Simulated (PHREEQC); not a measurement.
A solution holds 0.0019 mol/kgw Na2S, at 25 °C. Closed to the air; pH follows from the charge balance.

Equilibrium calculation in PHREEQC: ion-association model, phreeqc.dat.

This is a speciation only: nothing precipitates in the calculation.

### Question
Estimate the pH.

### Answer
pH 11.23.
